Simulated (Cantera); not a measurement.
An isothermal, constant-pressure homogeneous reactor starts with 58.1 % NO, 37.2 % N2, 4.71 % H2O, at 1700 K and 120000 Pa.

Detailed kinetics in Cantera: GRI-Mech 3.0 (53 species, 325 reactions).

x: mole fraction; the columns are a selection and need not sum to one.

| t (s) | x NO | x O | x N2O | x O2 | x N2 |
|---|---|---|---|---|---|
| 4.00e-5 | 0.581 | 1.51e-7 | 1.44e-6 | 1.47e-9 | 0.372 |
| 9.49e-5 | 0.581 | 1.64e-7 | 3.39e-6 | 5.82e-9 | 0.372 |
| 0.000225 | 0.581 | 2.05e-7 | 7.87e-6 | 3.05e-8 | 0.372 |
| 0.000533 | 0.581 | 3.65e-7 | 1.78e-5 | 2.46e-7 | 0.372 |
| 0.00126 | 0.581 | 8.18e-7 | 3.75e-5 | 2.75e-6 | 0.372 |
| 0.00300 | 0.581 | 1.37e-6 | 6.87e-5 | 2.12e-5 | 0.372 |
| 0.00711 | 0.580 | 2.01e-6 | 9.76e-5 | 0.000113 | 0.372 |
| 0.0169 | 0.580 | ___ | 0.000107 | ___ | 0.372 |
| 0.0400 | 0.578 | 2.74e-6 | 0.000106 | 0.00127 | 0.373 |
| 0.0949 | 0.574 | ___ | 0.000105 | ___ | 0.375 |
| 0.225 | 0.565 | 4.44e-6 | 0.000101 | 0.00782 | 0.380 |
| 0.533 | 0.543 | 6.15e-6 | 9.36e-5 | 0.0182 | 0.390 |
| 1.27 | 0.499 | 8.69e-6 | 7.84e-5 | 0.0404 | 0.413 |
| 3.00 | 0.416 | 1.20e-5 | 5.41e-5 | 0.0816 | 0.454 |

Problem. Complete the blanks.

Solution. 
- 0.0169, x O: 2.40e-6
- 0.0169, x O2: 0.000443
- 0.0949, x O: 3.36e-6
- 0.0949, x O2: 0.00324
